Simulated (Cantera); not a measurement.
Adiabatic ignition

An adiabatic, constant-pressure homogeneous reactor starts with 8.30 % CH₄, 0.423 % H₂, 19.1 % O₂, 71.8 % N₂, 0.431 % H₂O, at 1200 K and 950000 Pa.

Detailed kinetics in Cantera: GRI-Mech 3.0 (53 species, 325 reactions).

```json
[
 {"t (s)": "1.00e-6", "T (K)": "1200", "x CH₄": "0.0830", "x H₂": "0.00423", "x O₂": "0.191", "x CH₃": "7.43e-9", "x C₂H": "<1e-12", "x H₂O": "0.00431", "x CH₂CO": "<1e-12"},
 {"t (s)": "3.35e-6", "T (K)": "1200", "x CH₄": "0.0830", "x H₂": "0.00423", "x O₂": "0.191", "x CH₃": "2.53e-8", "x C₂H": "<1e-12", "x H₂O": "0.00431", "x CH₂CO": "<1e-12"},
 {"t (s)": "1.12e-5", "T (K)": "1200", "x CH₄": "0.0830", "x H₂": "0.00423", "x O₂": "0.191", "x CH₃": "8.84e-8", "x C₂H": "<1e-12", "x H₂O": "0.00431", "x CH₂CO": "<1e-12"},
 {"t (s)": "3.76e-5", "T (K)": "1200", "x CH₄": "0.0830", "x H₂": "0.00423", "x O₂": "0.191", "x CH₃": "3.47e-7", "x C₂H": "<1e-12", "x H₂O": "0.00431", "x CH₂CO": "<1e-12"},
 {"t (s)": "0.000126", "T (K)": "1200", "x CH₄": "0.0830", "x H₂": "0.00423", "x O₂": "0.191", "x CH₃": "2.06e-6", "x C₂H": "<1e-12", "x H₂O": "0.00432", "x CH₂CO": "<1e-12"},
 {"t (s)": "0.000422", "T (K)": "1201", "x CH₄": "0.0829", "x H₂": "0.00421", "x O₂": "0.191", "x CH₃": "1.18e-5", "x C₂H": "<1e-12", "x H₂O": "0.00441", "x CH₂CO": "2.26e-10"},
 {"t (s)": "0.00141", "T (K)": "1208", "x CH₄": "0.0817", "x H₂": "0.00416", "x O₂": "0.190", "x CH₃": "2.29e-5", "x C₂H": "<1e-12", "x H₂O": "0.00558", "x CH₂CO": "9.89e-8"},
 {"t (s)": "0.00474", "T (K)": "2678", "x CH₄": "<1e-12", "x H₂": "0.00458", "x O₂": "0.0236", "x CH₃": "<1e-12", "x C₂H": "<1e-12", "x H₂O": "0.162", "x CH₂CO": "<1e-12"},
 {"t (s)": "0.0159", "T (K)": "2677", "x CH₄": "<1e-12", "x H₂": "0.00459", "x O₂": "0.0234", "x CH₃": "<1e-12", "x C₂H": "<1e-12", "x H₂O": "0.162", "x CH₂CO": "<1e-12"},
 {"t (s)": "0.0532", "T (K)": "2677", "x CH₄": "<1e-12", "x H₂": "0.00459", "x O₂": "0.0234", "x CH₃": "<1e-12", "x C₂H": "<1e-12", "x H₂O": "0.162", "x CH₂CO": "<1e-12"},
 {"t (s)": "0.178", "T (K)": "2677", "x CH₄": "<1e-12", "x H₂": "0.00459", "x O₂": "0.0234", "x CH₃": "<1e-12", "x C₂H": "<1e-12", "x H₂O": "0.162", "x CH₂CO": "<1e-12"},
 {"t (s)": "0.597", "T (K)": "2677", "x CH₄": "<1e-12", "x H₂": "0.00459", "x O₂": "0.0234", "x CH₃": "<1e-12", "x C₂H": "<1e-12", "x H₂O": "0.162", "x CH₂CO": "<1e-12"},
 {"t (s)": "2.00", "T (K)": "2677", "x CH₄": "<1e-12", "x H₂": "0.00459", "x O₂": "0.0234", "x CH₃": "<1e-12", "x C₂H": "<1e-12", "x H₂O": "0.162", "x CH₂CO": "<1e-12"}
]
```
x: mole fraction; the columns are a selection and need not sum to one.

```
Property                                                             Value
---------------------------------  ---------------------------------------
time of steepest temperature rise                                  2.49 ms
temperature at 2.00 s                                               2677 K
equilibrium temperature                                             2677 K
x(CH₄) at 2.00 s                     <1e-12 (gas-phase equilibrium <1e-12)
x(H₂) at 2.00 s                    0.00459 (gas-phase equilibrium 0.00459)
x(O₂) at 2.00 s                      0.0234 (gas-phase equilibrium 0.0234)
```
